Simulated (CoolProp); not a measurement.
Vapour-liquid equilibrium of R134a (1) + R142b (2) at 376 kPa; x and y are mole fractions of (1).

Computed with CoolProp (multi-fluid Helmholtz-energy mixture model, Tillner-Roth 1994 and Lemmon 2006; pair parameters Bell 2016).

| x | bubble temperature (°C) | y at the bubble point | dew temperature at overall composition x (°C) | liquid density (mol/L) |
|---|---|---|---|---|
| 0.05 | 26.6 | 0.099 | 27.5 | 11.05 |
| 0.2 | 21.5 | 0.337 | 24.5 | 11.28 |
| 0.35 | 17.5 | 0.514 | 21.2 | 11.50 |
| 0.5 | 14.3 | 0.652 | 17.8 | 11.71 |
| 0.65 | 11.7 | 0.767 | 14.3 | 11.93 |
| 0.8 | 9.5 | 0.868 | 10.9 | 12.14 |
| 0.95 | 7.7 | 0.967 | 7.9 | 12.38 |

No azeotrope shows between x = 0.05 and 0.95.

Pair parameters are fitted to limited data, so mixtures are less certain than the pure fluids.
